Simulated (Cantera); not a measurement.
**Thermodynamics of boron, boron nitride and boron oxide, feed B2H6 + O2 + H2**

Charge: 1 mol B2H6, 0.051 mol O2, 0.19 mol H2.

Method: chemical equilibrium by Gibbs-energy minimisation in Cantera with the NASA 1993 tables (ideal gas, pure condensed phases). Candidate condensed phases: B, B2O3, B3O3H3, H2O; 23 gas species. The feed counts by its element totals alone. Mutual solubility and eutectic melting of coexisting phases are not modelled. The numbers say what is thermodynamically allowed, not how fast it happens.

Problem. Map the stable condensed phases over T = 775, 875, 975, 1075, 1175, 1275, 1375, 1475, 1575, 1675 °C and P in Pa = 10, 32, 100, 320, 1000, 3200, 10000, 32000, 100000.

Solution. 
```
T in °C \ P in Pa
             10     32    100    320   1000   3200  10000  32000 100000
   1675       A      A      A      A      A      A      A      A      A
   1575       A      A      A      A      A      A      A      A      A
   1475       A      A      A      A      A      A      A      A      A
   1375       A      A      A      A      A      A      A      A      A
   1275       A      A      A      A      A      A      A      B      B
   1175       A      A      A      A      A      B      B      B      B
   1075       A      A      B      B      B      B      B      B      B
    975       B      B      B      B      B      B      B      B      B
    875       B      B      B      B      B      B      B      B      B
    775       B      B      B      B      B      B      B      B      B
```
A: B; B: B + B2O3.
